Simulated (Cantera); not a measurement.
An adiabatic, constant-volume homogeneous reactor starts with CH₄ : H₂ : O₂ : N₂ = 1 : 0.47 : 2.79 : 10.5 (molar parts), equivalence ratio 0.80, at 1750 K and 1.60 bar. Integrator tolerance rtol = 1e-08.

Model: GRI-Mech 3.0 (53 species, 325 reactions), integrated in Cantera.

Task: What does this change do: 0.49 parts CO2 added?

Result: 
```csv
quantity,before,after
time of steepest temperature rise,41.6 µs,43.4 µs
temperature at 6.00 s,2946 K,2885 K
equilibrium temperature,2946 K,2885 K
x(CH₄) at 6.00 s,<1e-12 (gas-phase equilibrium <1e-12),<1e-12 (gas-phase equilibrium <1e-12)
x(H₂) at 6.00 s,0.0147 (gas-phase equilibrium 0.0147),0.0116 (gas-phase equilibrium 0.0116)
x(O₂) at 6.00 s,0.0397 (gas-phase equilibrium 0.0397),0.0422 (gas-phase equilibrium 0.0422)
x(O) at 6.00 s,0.0113 (gas-phase equilibrium 0.0113),0.00944 (gas-phase equilibrium 0.00944)
x(HCO) at 6.00 s,6.52e-8 (gas-phase equilibrium 6.52e-8),6.27e-8 (gas-phase equilibrium 6.27e-8)
```
